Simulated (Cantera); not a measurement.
Input: 1 mol Ta2O5, 54 mol H2, at 0.00320 bar.

These are equilibrium values from Cantera (NASA tables, ideal gas, pure condensed phases), not measurements of a reactor. Candidate condensed phases: H2O, Ta, Ta2O5; 12 gas species. Mutual solubility and eutectic melting of coexisting phases are not modelled. Condensed phases not in the tables: N, O or C dissolved in the metal. Kinetics and transport are ignored.

x: gas mole fraction; n: condensed amount in mol.

```
T (K)   x H2      x H     x H2O      x TaO2     x TaO     x OH       x O  n Ta(s)  n Ta2O5(s)  n Ta2O5(l)
-----  -----  -------  --------  ----------  --------  -------  --------  -------  ----------  ----------
1723   0.996  0.00322  0.000441  (withheld)   2.36e-7  7.81e-8  2.00e-10  0.00953       0.995           0
1773   0.994  0.00501  0.000589  (withheld)   7.37e-7  1.84e-7  7.26e-10   0.0127       0.994           0
1823   0.992  0.00763  0.000773  (withheld)   2.16e-6  4.14e-7   2.45e-9   0.0166       0.991           0
1873   0.988   0.0113  0.000997  (withheld)   5.99e-6  8.89e-7   7.73e-9   0.0212       0.988           0
1923   0.982   0.0165   0.00127  (withheld)   1.57e-5  1.83e-6   2.30e-8   0.0262       0.984           0
1973   0.975   0.0235   0.00158  (withheld)   3.92e-5  3.63e-6   6.46e-8   0.0312       0.978           0
2023   0.964   0.0330   0.00195  (withheld)   9.32e-5  6.94e-6   1.72e-7   0.0346       0.967           0
2073   0.951   0.0453   0.00234  (withheld)  0.000210  1.27e-5   4.35e-7   0.0331           0       0.947
```

**Question.** Complete the blanks.

**Answer.** 
- 1723, x TaO2: 1.18e-6
- 1773, x TaO2: 3.73e-6
- 1823, x TaO2: 1.11e-5
- 1873, x TaO2: 3.08e-5
- 1923, x TaO2: 8.14e-5
- 1973, x TaO2: 0.000204
- 2023, x TaO2: 0.000488
- 2073, x TaO2: 0.00109
